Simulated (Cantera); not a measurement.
A freely propagating, adiabatic, planar premixed flame of CH₃OH : O₂ : N₂ = 1 : 1.85 : 5.74 (molar parts), unburnt at 698 K and 1.01 bar; mixture-averaged transport, grid criteria slope 0.08 and curve 0.16, no radiation.

Model: GRI-Mech 3.0 (53 species, 325 reactions), integrated in Cantera. GRI-Mech 3.0 was tuned for natural gas; its chemistry of methanol as a main component is partial and can be far from experiment. Burning velocities carry a grid error of a few per cent, more on coarse grids.

Q: What does this change do: 0.2 parts H2 added?

A: 
```
quantity                    before     after
------------------------  --------  --------
laminar burning velocity  177 cm/s  216 cm/s
thermal thickness         0.239 mm  0.214 mm
peak x(C₂H₄)               6.36e-7   1.06e-6
peak x(H₂O₂)               0.00139   0.00148
```
